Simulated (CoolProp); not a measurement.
A closed Brayton cycle with nitrogen: compressor inlet 308.15 K and 7.4 MPa, high pressure 15.5 MPa, turbine inlet 735 K, compressor efficiency 0.85, turbine efficiency 0.85, recuperator effectiveness 0.8 (on enthalpy, no pinch check). Each further row changes one setting.

The numbers come from the reference Helmholtz-energy equation of state, Span 2000 in CoolProp.

```tsv
case	thermal efficiency (%)	net work (kJ/kg)	compressor to turbine work	compressor exit (K)	turbine exit (K)
as stated	20.8	38.6	0.70	394.6	620.9
turbine inlet 685 K	17.8	29.7	0.76	394.6	577.5
compressor inlet 318.15 K	19.4	35.3	0.73	407.4	620.9
high pressure 13.2 MPa	20.4	34.2	0.67	374.2	644.0
recuperator effectiveness 0.5	14.9	38.6	0.70	394.6	620.9
```
